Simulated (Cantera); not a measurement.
Input: 1 mol B, 29 mol N2, 32 mol H2.

Method: chemical equilibrium by Gibbs-energy minimisation in Cantera with the NASA 1993 tables (ideal gas, pure condensed phases). Candidate condensed phases: B, BN; 15 gas species. N2 is the only nitrogen source here; it is nearly inert below about 1500 K, so the nitride shown seldom forms there in practice. The numbers say what is thermodynamically allowed, not how fast it happens.

Stable condensed phases, one row left out:

```
T in K \ P in Pa
             10     37    140    520   1900   7200  27000 100000
   2350       A      A      A      B      B      C      C      C
   2250       A      A      B      B      C      C      C      C
   2150       B      B      B      C      C      C      C      C
   2050       B      B      C      C      C      C      C      C
   1850       C      C      C      C      C      C      C      C
   1750       C      C      C      C      C      C      C      C
   1650       C      C      C      C      C      C      C      C
   1550       C      C      C      C      C      C      C      C
   1450       C      C      C      C      C      C      C      C
   1350       C      C      C      C      C      C      C      C
```

A: gas only; B: B; C: BN.

### Question
Give the row for 1950 K.

### Answer
10: B; 37: BN; 140: BN; 520: BN; 1900: BN; 7200: BN; 27000: BN; 100000: BN.
